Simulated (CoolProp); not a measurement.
Vapour-liquid equilibrium of carbon dioxide (1) + C2F6 (R116) (2) at 968 kPa; x and y are mole fractions of (1).

Computed with CoolProp (multi-fluid Helmholtz-energy mixture model, Span 1996 and Lemmon 2006; pair parameters Bell 2016).

```tsv
x	bubble temperature (°C)	y at the bubble point	dew temperature at overall composition x (°C)	liquid density (mol/L)
0.05	-26.2	…	-24.0	9.959
0.15	-32.6	…	-26.8	10.89
0.25	-37.5	0.486	…	11.85
0.35	-40.7	0.581	-33.0	12.89
0.45	…	0.643	-36.3	14.02
0.55	-43.7	0.686	-39.6	15.33
0.65	-44.3	0.719	-42.8	16.89
0.75	-44.5	0.753	-44.5	18.78
0.85	-44.2	0.801	-43.6	…
0.95	-42.8	0.902	-41.9	23.89
```

What belongs in the gaps?


- 0.05, y at the bubble point: 0.128
- 0.15, y at the bubble point: 0.339
- 0.25, dew temperature at overall composition x (°C): -29.8
- 0.45, bubble temperature (°C): -42.6
- 0.85, liquid density (mol/L): 21.09

y crosses x between x = 0.75 and 0.85: the model has an azeotrope there.

Pair parameters are fitted to limited data, so mixtures are less certain than the pure fluids.
